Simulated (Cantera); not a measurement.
Input: 1 mol Fe(CO)₅, a varied amount of O₂, 0.63 mol H₂, held at 1250 K and 1.00 bar.

These are equilibrium values from Cantera (NASA tables, ideal gas, pure condensed phases), not measurements of a reactor. Candidate condensed phases: C, C₆H₆, C₇H₈, C₈H₁₈, Fe, Fe(CO)₅, FeO, Fe(OH)₂, Fe(OH)₃, Fe₂O₃, Fe₃O₄, H₂O; 114 gas species. Mutual solubility and eutectic melting of coexisting phases are not modelled. The tables' stoichiometric FeO is somewhat more stable than real wüstite, so its field is too wide. FeO: taken at fixed stoichiometry. Condensed phases not in the tables: cementite and carbon dissolved in iron. The numbers say what is thermodynamically allowed, not how fast it happens.

x: gas mole fraction; n: condensed amount in mol.

```csv
n(O₂) (mol),x CO,x CO₂,x H₂,x H₂O,x CH₄,n C(graphite),n Fe(γ),n FeO(s)
0.017,0.880,0.00746,0.111,0.00147,0.000134,0.0153,1.00,0
0.023,0.881,0.00746,0.110,0.00146,0.000134,0.00346,1.00,0
0.031,0.879,?,0.110,?,?,0,1.00,0
0.043,0.875,?,0.109,?,?,0,1.00,0
0.059,0.871,0.0176,0.108,0.00343,5.36e-5,0,1.00,0
0.08,0.864,0.0238,0.107,0.00463,3.81e-5,0,1.00,0
0.11,0.855,0.0328,0.106,0.00633,2.63e-5,0,1.00,0
0.15,0.843,0.0447,0.103,0.00857,1.80e-5,0,1.00,0
0.21,0.825,0.0627,0.1000,0.0119,1.15e-5,0,1.00,0
0.28,0.804,0.0838,0.0962,0.0157,7.56e-6,0,1.00,0
0.39,0.771,0.117,0.0904,0.0215,4.39e-6,0,1.00,0
0.53,0.744,0.144,0.0859,0.0260,3.00e-6,0,0.897,0.103
0.73,0.744,0.144,0.0859,0.0260,3.00e-6,0,0.497,0.503
```

Task: Complete the blanks.

Result: 
- 0.031, x CO₂: 0.00930
- 0.031, x H₂O: 0.00182
- 0.031, x CH₄: 0.000106
- 0.043, x CO₂: 0.0128
- 0.043, x H₂O: 0.00251
- 0.043, x CH₄: 7.53e-5
